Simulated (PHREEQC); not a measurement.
1 kg of water holding 0.009 mol K2CO3, 0.091 mol KCl and 0.28 mol K2SO4 is evaporated at 25 °C; the solids stay in contact with the brine. CO2 is held at log p = -3.4 (atm). Solids allowed: Arcanite, Kalicinite, Misenite, Sylvite. Others were left out.

The series has 28 steps of water left (kg), from 0.9999 to 0.005013.

Computed with PHREEQC (Pitzer model, pitzer.dat).

Question: Which solids form, in which order, and at which step of the series does each first stand?

Answer: Arcanite from water left = 0.4562 kg (pH 9.30); Sylvite from water left = 0.01978 kg (pH 10.07).
